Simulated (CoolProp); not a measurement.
Properties of n-heptane at several states.

Model: reference Helmholtz-energy equation of state, Span 2003, in CoolProp. It is a short technical equation, of lower accuracy than the large ones.

| T (°C) | p (bar) | phase | density (kg/m³) | cv (kJ/(kg K)) | Joule-Thomson coefficient (K/MPa) | isothermal compressibility (1/MPa) | viscosity (µPa s) |
|---|---|---|---|---|---|---|---|
| 296.15 | 103 | supercritical | 428.9 | 2.796 | 0.5002 | 0.02097 | 66.8 |
| -31.75 | 8.84 | liquid | 727.3 | 1.603 | -0.4850 | 0.0009278 | 836 |
| 158.65 | 14.7 | liquid | 554.6 | 2.294 | -0.06197 | 0.005975 | 126 |

Viscosity comes from a separate model (Michailidou 2014).
